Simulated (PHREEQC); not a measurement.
1.5 g of hydrous ferric oxide (600 m²/g; 0.2 weak and 0.005 strong sites per Fe, Dzombak-Morel constants, diffuse double layer) in 1 kg of water with 0.3 mol/kgw of an inert sodium salt, at 25 °C; the pH is set by adding NaOH or the inert anion's acid. Oxygen is held at 0.21 atm. No CO2 enters from the air. No solid was allowed to form.

Base run: PHREEQC, ion-association model, wateq4f.dat. Each further column changes one thing. The table gives surface potential ψ (mV).

```
pH   base  background salt from 0.3 to 0.03 mol/kgw  oxide from 1.5 to 7.5 g/kgw  0.0026 mol/kgw Ag2SO4 added
---  ----  ----------------------------------------  ---------------------------  ---------------------------
3     125                                (withheld)                          125                           80
3.5   125                                       176                   (withheld)                           80
4     123                                       168                   (withheld)                           80
4.5   118                                       156                          118                           78
5     110                                (withheld)                          110                           76
5.5    98                                       123                           97                           70
6      83                                       103                           82                           62
6.5    65                                        81                           65                   (withheld)
7      46                                        57                           46                           39
7.5    26                                        32                           26                           22
8       5                                         6                            5                            3
8.5   -17                                       -21                          -17                          -10
9     -38                                       -46                          -38                   (withheld)
```

Task: Complete the blanks.

Result: 
- 3, background salt from 0.3 to 0.03 mol/kgw: 180
- 3.5, oxide from 1.5 to 7.5 g/kgw: 124
- 4, oxide from 1.5 to 7.5 g/kgw: 122
- 5, background salt from 0.3 to 0.03 mol/kgw: 141
- 6.5, 0.0026 mol/kgw Ag2SO4 added: 52
- 9, 0.0026 mol/kgw Ag2SO4 added: -16

The oxide is taken as insoluble; below pH 4 it would dissolve.
